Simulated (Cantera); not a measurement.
**Low-pressure radical oxidation in H2/O2**

An isothermal, constant-pressure homogeneous reactor starts with 8.26 % H₂, 91.7 % O₂, equivalence ratio 0.045, at 1325 K and 21.8 Torr.

Computed with Cantera and the H2/O2 subset of GRI-Mech 3.0, which has no nitrogen chemistry. Radical loss at walls, strong at low pressure, is not modelled. The temperature is held fixed by assumption; the heat of reaction is taken as removed at once.

| t (s) | x H₂ | x O₂ | x O | x HO₂ | x H₂O₂ | x H | x OH |
|---|---|---|---|---|---|---|---|
| 0.000400 | 0.0746 | 0.912 | 0.00344 | 4.78e-6 | 4.45e-8 | 0.00222 | 0.00245 |
| 0.00172 | 0.00190 | 0.862 | 0.0453 | 7.62e-6 | 2.36e-7 | 0.0125 | 0.00713 |
| 0.00739 | 0.00106 | 0.886 | 0.0238 | 6.70e-6 | 2.28e-7 | 0.00481 | 0.00539 |
| 0.0317 | 0.000185 | 0.909 | 0.00397 | 3.17e-6 | 1.35e-7 | 0.000330 | 0.00227 |
| 0.136 | 1.44e-5 | 0.913 | 0.000308 | 5.40e-7 | 3.84e-8 | 7.13e-6 | 0.000637 |
| 0.586 | 1.38e-6 | 0.914 | 2.98e-5 | 8.22e-8 | 8.48e-9 | 2.15e-7 | 0.000199 |
| 2.52 | 2.07e-7 | 0.914 | 4.50e-6 | 4.23e-8 | 1.99e-9 | 1.27e-8 | 7.73e-5 |
| 10.8 | 7.48e-8 | 0.914 | 1.63e-6 | 5.37e-8 | 9.55e-10 | 2.77e-9 | 4.65e-5 |
| 46.5 | 7.14e-8 | 0.914 | 1.56e-6 | 5.45e-8 | 9.28e-10 | 2.58e-9 | 4.54e-5 |
| 200 | 7.14e-8 | 0.914 | 1.56e-6 | 5.45e-8 | 9.28e-10 | 2.58e-9 | 4.54e-5 |
x: mole fraction; the columns are a selection and need not sum to one.

Equilibrium at this temperature and pressure: H₂ 7.14e-8, O₂ 0.914, O 1.56e-6, HO₂ 5.45e-8, H₂O₂ 9.28e-10, H 2.58e-9, OH 4.54e-5 (gas phase only).
